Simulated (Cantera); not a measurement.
# Stirred combustor or abatement burner

A perfectly stirred reactor is fed with 29.6 % H₂, 14.8 % O₂, 55.6 % N₂, at 5.00 bar; it is adiabatic with a 625 K inlet, and is followed from long to short residence time, starting on the burning branch (τ in s: 0.41, 0.12, 0.034, 0.0098, 0.0028, 0.00081, 0.00023, 6.7e-05, 1.9e-05, 5.5e-06).

Detailed kinetics in Cantera: the H2/O2 subset of GRI-Mech 3.0, which has no nitrogen chemistry. The hydrogen kinetics of GRI-Mech 3.0 are dated; newer H2 mechanisms differ, most at raised pressure.

```
τ (s)    T (K)    x H₂     x O₂      x H       x O    x OH   x H₂O₂
-------  -----  ------  -------  -------  --------  ------  -------
0.41      2613  0.0178  0.00653  0.00244  0.000898  0.0102  5.11e-7
0.12      2613  0.0178  0.00653  0.00244  0.000900  0.0102  5.12e-7
0.034     2612  0.0179  0.00657  0.00246  0.000906  0.0102  5.13e-7
0.0098    2609  0.0182  0.00667  0.00253  0.000927  0.0103  5.19e-7
0.0028    2601  0.0190  0.00703  0.00276   0.00100  0.0106  5.36e-7
0.00081   2576  0.0213  0.00803  0.00348   0.00123  0.0115  5.86e-7
0.00023   2514  0.0266   0.0103  0.00560   0.00191  0.0135  7.03e-7
6.7e-5    2398  0.0349   0.0143   0.0106   0.00344  0.0163  9.25e-7
1.9e-5    2215  0.0452   0.0201   0.0206   0.00618  0.0182  1.36e-6
5.5e-6    1976  0.0571   0.0286   0.0359   0.00934  0.0169  2.47e-6
```
x: mole fraction; the columns are a selection and need not sum to one.
